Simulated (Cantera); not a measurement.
A diamond (100) surface in a fixed gas of H2 with x(CH4) = 0.007, x(H) = 0.0026, x(CH3) = 3.9e-05, 65.3 Torr; coverages are run to steady state.

Computed with Cantera and the Harris–Goodwin 1993 mechanism for the reconstructed diamond (100) surface.

θ: site fractions in the mechanism's names (c6HH fully hydrogenated, c6H* and c6*H radical sites, c6** diradical, c6HM methylated).

| T (K) | growth (µm/h) | θ c6HH | θ c6H* | θ c6*H | θ c6** | θ c6HM |
|---|---|---|---|---|---|---|
| 925 | ___ | 0.659 | 0.0121 | 0.310 | 0.00531 | 0.0111 |
| 1000 | ___ | 0.592 | 0.0181 | 0.370 | 0.00940 | 0.00770 |
| 1075 | ___ | 0.531 | 0.0251 | 0.422 | 0.0150 | 0.00477 |
| 1150 | ___ | 0.478 | 0.0328 | 0.464 | 0.0221 | 0.00208 |
| 1225 | ___ | 0.433 | 0.0406 | 0.495 | 0.0301 | 0.000605 |
| 1300 | ___ | 0.396 | 0.0484 | 0.517 | 0.0385 | 0.000149 |
| 1375 | ___ | 0.367 | 0.0559 | 0.530 | 0.0465 | 3.61e-5 |

### Question
Complete the blanks.

### Answer

- 925, growth (µm/h): 1.20
- 1000, growth (µm/h): 1.69
- 1075, growth (µm/h): 1.94
- 1150, growth (µm/h): 1.52
- 1225, growth (µm/h): 0.888
- 1300, growth (µm/h): 0.628
- 1375, growth (µm/h): 0.572
